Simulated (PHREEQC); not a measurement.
Make-up at 20 °C: 0.0017 mol HF and 0.043 mol KF per kg of water. Closed to the air; pH follows from the charge balance.

All values are PHREEQC results (ion-association model, wateq4f.dat), not measurements.

```yaml
pH: 4.53
ionic_strength: 0.0430 mol/kgw
total_alkalinity: -1.70 meq/kg
```

| species | molality | activity | log γ |
|---|---|---|---|
| K+ | 0.0430 | 0.0354 | -0.084 |
| F- | 0.0428 | 0.0352 | -0.085 |
| HF | 0.00143 | 0.00144 | 0.004 |
| HF2- | 0.000227 | 0.000187 | -0.085 |
| H+ | 3.46e-5 | 2.98e-5 | -0.065 |
| H2F2 | 6.39e-6 | 6.46e-6 | 0.004 |

Precipitation was switched off in this run.
